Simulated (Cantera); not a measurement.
Feed: 1 mol MgO, 0.066 mol Br2, 0.13 mol H2, at 368 Torr.

Equilibrium computed with Cantera from the NASA thermochemical tables; the gas is ideal and each condensed phase is pure. Candidate condensed phases: Br2, H2O, Mg, MgBr2, MgO, Mg(OH)2; 20 gas species. Kinetics and transport are ignored.

Question: Which condensed phases are stable at each of these points (T (K)): 750, 800, 850, 900, 950, 1000, 1050, 1100, 1150, 1200?

Answer: 
| T (K) | condensed phases | Mg condensed (%) |
|---|---|---|
| 750 | MgBr2(s) + MgO(s) | 100.0 |
| 800 | MgBr2(s) + MgO(s) | 100.0 |
| 850 | MgBr2(s) + MgO(s) | 100.0 |
| 900 | MgBr2(s) + MgO(s) | 100.0 |
| 950 | MgBr2(s) + MgO(s) | 100.0 |
| 1000 | MgBr2(l) + MgO(s) | 99.9 |
| 1050 | MgO(s) | 99.7 |
| 1100 | MgO(s) | 99.6 |
| 1150 | MgO(s) | 99.5 |
| 1200 | MgO(s) | 99.3 |

From 750 K to 950 K the condensed part is MgBr2(s) + MgO(s). At 1000 K the condensed part is MgBr2(l) + MgO(s). From 1050 K to 1200 K the condensed part is MgO(s).
